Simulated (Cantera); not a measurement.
## Adiabatic ignition

An adiabatic, constant-volume homogeneous reactor starts with CO : H2 : O2 : N2 = 1 : 0.064 : 0.484 : 3.29 (molar parts), equivalence ratio 1.1, at 1650 K and 1.01 bar.

Model: GRI-Mech 3.0 (53 species, 325 reactions), integrated in Cantera.

| t (s) | T (K) | P (bar) | x CO | x H2 | x O2 | x H2O | x O | x H2O2 | x NO2 |
|---|---|---|---|---|---|---|---|---|---|
| 2.00e-6 | 1650 | 1.01 | 0.207 | 0.0132 | 0.100 | 4.50e-8 | 3.64e-7 | 8.42e-11 | <1e-12 |
| 4.31e-6 | 1650 | 1.01 | 0.207 | 0.0132 | 0.100 | 4.06e-7 | 1.07e-6 | 2.50e-10 | <1e-12 |
| 9.28e-6 | 1650 | 1.01 | 0.207 | 0.0132 | 0.100 | 5.41e-6 | 7.42e-6 | 7.02e-10 | <1e-12 |
| 2.00e-5 | 1651 | 1.01 | 0.206 | 0.0126 | 0.0994 | 0.000325 | 0.000380 | 1.71e-8 | <1e-12 |
| 4.31e-5 | 1725 | 1.06 | 0.178 | 0.000927 | 0.0699 | 0.00674 | 0.0223 | 1.43e-7 | 1.08e-9 |
| 9.28e-5 | 1963 | 1.19 | 0.135 | 0.00113 | 0.0430 | 0.00318 | 0.0356 | 6.27e-8 | 1.60e-8 |
| 0.000200 | 2258 | 1.34 | 0.123 | 0.00132 | 0.0408 | 0.00538 | 0.0239 | 3.41e-8 | 7.16e-8 |
| 0.000431 | 2552 | 1.49 | 0.107 | 0.00117 | 0.0360 | 0.00774 | 0.0133 | 2.06e-8 | 3.79e-7 |
| 0.000928 | 2747 | 1.59 | 0.0922 | 0.000977 | 0.0292 | 0.00928 | 0.00763 | 2.24e-8 | 1.40e-6 |
| 0.00200 | 2776 | 1.60 | 0.0892 | 0.000949 | 0.0260 | 0.00964 | 0.00637 | 2.36e-8 | 2.70e-6 |
| 0.00431 | 2772 | 1.60 | 0.0891 | 0.000956 | 0.0249 | 0.00970 | 0.00611 | 2.31e-8 | 3.38e-6 |
| 0.00928 | 2771 | 1.60 | 0.0891 | 0.000957 | 0.0248 | 0.00971 | 0.00607 | 2.31e-8 | 3.48e-6 |
| 0.0200 | 2771 | 1.60 | 0.0891 | 0.000957 | 0.0248 | 0.00971 | 0.00607 | 2.31e-8 | 3.48e-6 |
| 0.0431 | 2771 | 1.60 | 0.0891 | 0.000957 | 0.0248 | 0.00971 | 0.00607 | 2.31e-8 | 3.48e-6 |
| 0.0928 | 2771 | 1.60 | 0.0891 | 0.000957 | 0.0248 | 0.00971 | 0.00607 | 2.31e-8 | 3.48e-6 |
| 0.200 | 2771 | 1.60 | 0.0891 | 0.000957 | 0.0248 | 0.00971 | 0.00607 | 2.31e-8 | 3.48e-6 |
x: mole fraction; the columns are a selection and need not sum to one.

```
Property                                                               Value
---------------------------------  -----------------------------------------
time of steepest temperature rise                                    55.6 µs
temperature at 0.200 s                                                2771 K
equilibrium temperature                                               2771 K
x(CO) at 0.200 s                       0.0891 (gas-phase equilibrium 0.0891)
x(H2) at 0.200 s                   0.000957 (gas-phase equilibrium 0.000957)
x(O2) at 0.200 s                       0.0248 (gas-phase equilibrium 0.0248)
```
